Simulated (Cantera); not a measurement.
What does this Cantera script print?

```python
import numpy as np
import cantera as ct

gas_names = """
    C CH CH2 CH3 CH2OH CH3O CH4 CH3OH CN CO CO2 COOH C2 C2H CHCO,ketyl C2H2,acetylene C2H2,vinylidene
    CH2CO,ketene C2H3,vinyl CH3CN CH3CO,acetyl C2H4 C2H4O,ethylen CH3CHO,ethanal CH3COOH (HCOOH)2 C2H5
    C2H6 CH3OCH3 C2H5OH CCN CNC C2N2 C2O C3 C3H3,propargyl C3H4,allene C3H4,propyne C3H4,cyclo-
    C3H5,allyl C3H6,propylene C3H6,cyclo- C3H6O C3H7,n-propyl C3H7,i-propyl C3H8 C3H8O,1propanol
    C3H8O,2propanol C3O2 C4 C4H2 C4H4,1,3-cyclo- C4H6,butadiene C4H6,2-butyne C4H6,cyclo- C4H8,1-butene
    C4H8,cis2-buten C4H8,tr2-butene C4H8,isobutene C4H8,cyclo- (CH3COOH)2 C4H9,n-butyl C4H9,i-butyl
    C4H9,s-butyl C4H9,t-butyl C4H10,isobutane C4H10,n-butane C4N2 C5 C5H6,1,3cyclo- C5H8,cyclo-
    C5H10,1-pentene C5H10,cyclo- C5H11,pentyl C5H11,t-pentyl C5H12,n-pentane C5H12,i-pentane
    CH3C(CH3)2CH3 C6H2 C6H5,phenyl C6H5O,phenoxy C6H6 C6H5OH,phenol C6H10,cyclo- C6H12,1-hexene
    C6H12,cyclo- C6H13,n-hexyl C7H7,benzyl C7H8 C7H8O,cresol C7H14,1-heptene C7H15,n-heptyl
    C7H16,n-heptane C8H8,styrene C8H10,ethylbenz C8H16,1-octene C8H17,n-octyl C8H18,isooctane
    C8H18,n-octane C9H19,n-nonyl C10H8,naphthale C10H21,n-decyl C12H9,o-bipheny C12H10,bipheny H HCN HCO
    HCCN HNC HNCO HNO HNO2 HNO3 HO2 H2 HCHO,formaldehy HCOOH H2O H2O2 N NCO NH NH2 NH3 NH2OH NO NO2 NO3
    N2 N2H2 N2H4 N2O O OH O2 O3
""".split()
cond_names = """
    C(gr) C6H6(L) C7H8(L) C8H18(L),n-octa H2O(s) H2O(L)
""".split()


def load(file, names, dense=False):
    # The tables refer to 1 bar. Condensed volumes are neglected.
    table = {s.name: s for s in ct.Species.list_from_file(file)}
    out = []
    for n in names:
        d = dict(table[n].input_data)
        d["thermo"] = dict(d["thermo"], **{"reference-pressure": 1e5})
        if dense:
            d["equation-of-state"] = {"model": "constant-volume", "density": "1e6 g/cm^3"}
        out.append(ct.Species.from_dict(d))
    return out


gas = ct.Solution(thermo="ideal-gas", species=load("nasa_gas.yaml", gas_names))
cond = {s.name: ct.Solution(thermo="fixed-stoichiometry", species=[s], name=s.name)
        for s in load("nasa_condensed.yaml", cond_names, dense=True)}
atoms = {
    'CH4': {'C': 1, 'H': 4},
    'H2O': {'H': 2, 'O': 1},
    'N2': {'N': 2},
}
top_T = {'C(gr)': 4500}  # K; cautious upper limits of use, not melting points


def equilibrate(T, P, feed):
    n = {}
    for name, mol in feed.items():
        for a, k in atoms[name].items():
            n[a] = n.get(a, 0.0) + k * mol
    gas.TPX = T, P, n
    mass = sum(n.values()) * gas.mean_molecular_weight
    gas.equilibrate("TP")
    valid = [c for c in cond.values() if c.min_temp <= T <= top_T.get(c.name, c.max_temp)]
    mix = ct.Mixture([(gas, mass / gas.mean_molecular_weight)] + [(c, 0.0) for c in valid])
    mix.T, mix.P = T, P
    mix.equilibrate("TP", solver="vcs", rtol=1e-11, max_steps=5000)
    return mix


results = []
T = 2323.15  # K
P = 1333.22  # Pa
for m in [0.2, 0.26, 0.34, 0.44, 0.58, 0.75, 0.99, 1.3, 1.7, 2.2, 2.9, 3.8, 5]:
    feed = {'CH4': 1, 'H2O': m, 'N2': 39}  # mol
    mix = equilibrate(T, P, feed)
    results.append((T, P, feed, dict(zip(mix.species_names, mix.species_moles))))

top = {s: max(r[3][s] / sum(r[3][g] for g in gas_names) for r in results) for s in gas_names}
cols = sorted((s for s in top if top[s] > 0.0001), key=lambda s: -top[s])[:8]
seen = [c for c in cond_names if any(r[3].get(c, 0) > 1e-12 for r in results)]
print("log10 of partial pressures in bar; condensed amounts in mol")
print(f"{'n(H2O)':>10s}" + "".join(f"{s[:9]:>10s}" for s in cols + seen))
for T, P, feed, n in results:
    ng = sum(n[g] for g in gas_names)
    print(f"{feed['H2O']:10.4g}" + "".join(f"{np.log10(max(n[s] / ng * P / 1e5, 1e-99)):10.3f}" for s in cols)
          + "".join(f"{n.get(c, 0):10.4g}" for c in seen))
```

Output:

```
log10 of partial pressures in bar; condensed amounts in mol
    n(H2O)        N2       H2O        H2         H        CO       HCN        OH       CO2     C(gr)
       0.2    -1.907   -11.892    -3.288    -3.607    -4.195    -3.955   -12.989   -13.553    0.3936
      0.26    -1.909   -11.767    -3.276    -3.601    -4.083    -3.949   -12.871   -13.327    0.3272
      0.34    -1.910   -11.637    -3.261    -3.593    -3.968    -3.942   -12.748   -13.098    0.2388
      0.44    -1.913   -11.509    -3.242    -3.584    -3.858    -3.934   -12.629   -12.878    0.1285
      0.58    -1.916   -11.339    -3.216    -3.570    -3.741    -3.948   -12.473   -12.619         0
      0.75    -1.918   -10.946    -3.171    -3.548    -3.633    -4.169   -12.102   -12.162         0
      0.99    -1.922    -9.359    -3.116    -3.521    -3.518    -5.560   -10.542   -10.514         0
       1.3    -1.926    -4.106    -3.112    -3.519    -3.524   -10.815    -5.292    -5.272         0
       1.7    -1.930    -3.742    -3.110    -3.518    -3.538   -11.191    -4.929    -4.925         0
       2.2    -1.935    -3.513    -3.107    -3.516    -3.555   -11.436    -4.701    -4.715         0
       2.9    -1.942    -3.320    -3.103    -3.514    -3.577   -11.649    -4.510    -4.548         0
       3.8    -1.952    -3.160    -3.099    -3.512    -3.604   -11.834    -4.352    -4.419         0
         5    -1.963    -3.017    -3.094    -3.510    -3.637   -12.008    -4.211    -4.314         0
```

Cantera equilibrium calculation (NASA polynomials, part measured and part estimated; ideal gas, pure solids and liquids).
